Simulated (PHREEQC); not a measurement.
PHREEQC input (ion-association model, phreeqc.dat):

```
SOLUTION 0
  temp 15
  units mmol/kgw
  pH 7 charge
  Cl 48.01
  Li 26
  Zn 11
  O(0) 1 O2(g) -0.68
SOLUTION 1-30
  temp 15
  units mmol/kgw
  pH 7 charge
  Cl 32.01
  Zn 16
  O(0) 1 O2(g) -0.68
END
EXCHANGE 1-30
  X 0.075
  -equilibrate 1
END
SELECTED_OUTPUT 1
  -reset false
  -pH true
  -pe true
  -ionic_strength true
  -water true
  -step true
  -totals Cl Li Zn
  -molalities ZnX2 LiX
  -saturation_indices Zn(OH)2(e)
PRINT
  -reset false
TRANSPORT
  -cells 30
  -shifts 180
  -lengths 0.0333333
  -time_step 60
  -dispersivities 0.08
  -boundary_conditions flux flux
  -correct_disp true
  -punch_cells 30
  -punch_frequency 6
END
```

Selected output (columns that matter, 18 of 31 rows; pore volumes added in front):

```
pore volumes	pH	mu	Cl	Li	Zn	m_ZnX2	m_LiX	si_Zn(OH)2(e)
0	5.0199	0.047183	0.03201	0	0.016	0.0375	0	-3.5898
0.4167	5.0197	0.047492	0.032259	0.00011096	0.016069	0.037489	2.1593e-05	-3.5891
0.8167	5.019	0.053148	0.037917	0.0055248	0.016191	0.036967	0.0010656	-3.6025
1.0167	5.0202	0.056004	0.041489	0.010461	0.015509	0.036475	0.0020502	-3.6264
1.4167	5.0244	0.058507	0.045825	0.018539	0.013638	0.035584	0.0038327	-3.6808
1.8167	5.0277	0.058765	0.047377	0.02281	0.012278	0.035033	0.0049343	-3.7208
2.2167	5.0296	0.058552	0.047838	0.024705	0.011562	0.034757	0.0054867	-3.743
2.4167	5.0301	0.05845	0.047922	0.025184	0.011364	0.034682	0.0056358	-3.7492
2.8167	5.0307	0.058314	0.047987	0.025681	0.011148	0.034602	0.0057959	-3.7562
3.2167	5.0309	0.058248	0.048004	0.025877	0.011058	0.034569	0.005861	-3.7591
3.6167	5.031	0.058219	0.048008	0.025953	0.011023	0.034557	0.0058867	-3.7602
3.8167	5.031	0.058211	0.048009	0.025971	0.011014	0.034554	0.0058928	-3.7605
4.2167	5.0311	0.058204	0.04801	0.025989	0.011005	0.034551	0.005899	-3.7608
4.6167	5.0311	0.058201	0.04801	0.025996	0.011002	0.034549	0.0059013	-3.7609
5.0167	5.0311	0.0582	0.04801	0.025998	0.011001	0.034549	0.0059022	-3.7609
5.2167	5.0311	0.0582	0.04801	0.025999	0.011	0.034549	0.0059024	-3.7609
5.6167	5.0311	0.058199	0.04801	0.026	0.011	0.034549	0.0059027	-3.761
6.0167	5.0311	0.058199	0.04801	0.026	0.011	0.034549	0.0059027	-3.761
```
